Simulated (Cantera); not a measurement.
Feed: 1 mol Mg(OH)₂, 1.4 mol H₂O, 2.5 mol CO₂, at 1525 K and 6.20 bar.

Equilibrium computed with Cantera from the NASA thermochemical tables; the gas is ideal and each condensed phase is pure. Candidate condensed phases: C, C₆H₆, C₇H₈, C₈H₁₈, H₂O, Mg, MgCO₃, MgO, Mg(OH)₂; 116 gas species. Kinetics and transport are ignored.

### Question
What is the equilibrium state?

### Answer
- x(CO₂): 0.510
- x(H₂O): 0.490
- x(CO): 0.000148
- x(O₂): 9.56e-5
- x(H₂): 5.29e-5
- x(OH): 1.99e-5
- n(MgO(s)): 1.000 mol
- gas amount: 4.901 mol
- log10 activity of C(graphite) (absent): -9.85
- log10 activity of Mg(l) (absent): -13.20
